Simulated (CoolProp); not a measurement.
A single-stage vapour-compression cycle with trans-2-butene: evaporating at 269.15 K (dew point), condensing at 309.15 K (bubble point), superheat 8 K, subcooling 5 K, compressor efficiency 0.7, no pressure losses. Each further row changes one setting.

Model: reference Helmholtz-energy equation of state, Lemmon 2005, in CoolProp. It is a short technical equation, of lower accuracy than the large ones.

```tsv
case	cooling COP	pressure ratio	discharge temperature (K)	refrigerating effect (kJ/kg)	volumetric capacity (kJ/m³)
as stated	4.22	3.90	332.7	342	722
evaporating temperature 274.15 K	5.00	[?]	330.1	[?]	883
condensing temperature 304.15 K	[?]	3.36	[?]	354	747
subcooling 10 K	4.36	3.90	332.7	354	747
superheat 18 K	4.24	3.90	[?]	[?]	725
compressor efficiency 0.6	3.61	3.90	340.2	342	722
```

**Question.** Fill in the missing entries.

**Answer.** 
- evaporating temperature 274.15 K, pressure ratio: 3.21
- evaporating temperature 274.15 K, refrigerating effect (kJ/kg): 349
- condensing temperature 304.15 K, cooling COP: 4.92
- condensing temperature 304.15 K, discharge temperature (K): 326.5
- superheat 18 K, discharge temperature (K): 343.1
- superheat 18 K, refrigerating effect (kJ/kg): 358
